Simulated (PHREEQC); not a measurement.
Reverse-osmosis permeate: speciation

Model water analysis in mmol/kgw, 25 °C, pH 6.06, pe 8.9: Na 0.0518; K 0.0743; Ca 0.0501; Mg 0.00893; Cl 0.166; S(6) 0.0243; Alkalinity (meq/kgw) 0.0317; Sr 0.00602.

Valence states are taken as typed.

Computed with PHREEQC (ion-association model, phreeqc.dat).

- ionic strength = 0.000340 mol/kgw
- charge-balance error = 2.0 %

```json
[
 {"species": "Cl-", "molality": "0.000166", "activity": "0.000162", "log γ": "-0.009"},
 {"species": "K+", "molality": "7.43e-5", "activity": "7.27e-5", "log γ": "-0.009"},
 {"species": "CO2", "molality": "6.24e-5", "activity": "6.24e-5", "log γ": "0.000"},
 {"species": "Na+", "molality": "5.18e-5", "activity": "5.07e-5", "log γ": "-0.009"},
 {"species": "Ca+2", "molality": "4.99e-5", "activity": "4.59e-5", "log γ": "-0.036"},
 {"species": "HCO3-", "molality": "3.25e-5", "activity": "3.19e-5", "log γ": "-0.009"},
 {"species": "SO4-2", "molality": "2.40e-5", "activity": "2.21e-5", "log γ": "-0.037"},
 {"species": "Mg+2", "molality": "8.89e-6", "activity": "8.17e-6", "log γ": "-0.036"},
 {"species": "Sr+2", "molality": "5.99e-6", "activity": "5.51e-6", "log γ": "-0.036"},
 {"species": "H+", "molality": "8.89e-7", "activity": "8.71e-7", "log γ": "-0.009"},
 {"species": "CaSO4", "molality": "1.80e-7", "activity": "1.80e-7", "log γ": "0.000"},
 {"species": "MgSO4", "molality": "4.23e-8", "activity": "4.23e-8", "log γ": "0.000"},
 {"species": "SrSO4", "molality": "2.37e-8", "activity": "2.37e-8", "log γ": "0.000"},
 {"species": "CaHCO3+", "molality": "1.90e-8", "activity": "1.87e-8", "log γ": "-0.009"},
 {"species": "OH-", "molality": "1.19e-8", "activity": "1.16e-8", "log γ": "-0.009"},
 {"species": "KSO4-", "molality": "1.15e-8", "activity": "1.13e-8", "log γ": "-0.009"}
]
```

No solid was allowed to form.
